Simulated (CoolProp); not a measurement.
Model: reference Helmholtz-energy equation of state, Schmidt 1985, in CoolProp.

Question: Give the vapour pressure (kPa), surface tension (mN/m), liquid viscosity (µPa s), vapour viscosity (µPa s) of saturated oxygen at 89.5, 103.2 K.

Answer: 
```csv
T (K),p (kPa),surface tension (mN/m),liquid viscosity (µPa s),vapour viscosity (µPa s)
89.5,94.2,13.3,198,6.90
103.2,329,9.97,142,7.99
```

Viscosity comes from a separate model (Lemmon 2004). Surface tension comes from a separate correlation (Mulero 2012).
